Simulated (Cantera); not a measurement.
Input: 1 mol SiH2Cl2, 0.0035 mol Cl2, 26 mol N2, held at 180 Torr.

These are equilibrium values from Cantera (NASA tables, ideal gas, pure condensed phases), not measurements of a reactor. Candidate condensed phases: NH4Cl, Si, Si3N4; 28 gas species. N2 is the only nitrogen source here; it is nearly inert below about 1500 K, so the nitride shown seldom forms there in practice. The tables' values for SiCl3 are old estimates; treat these amounts as uncertain. Equilibrium is a limit: real reactors are often held back by kinetics, nucleation or transport.

Question: At 1450 K, list the 5 most abundant gas species with their mole fractions, and the condensed phases.

Answer: N2 0.931, HCl 0.0518, H2 0.0106, SiCl4 0.00375, SiCl2 0.00140. Condensed: Si3N4(s).
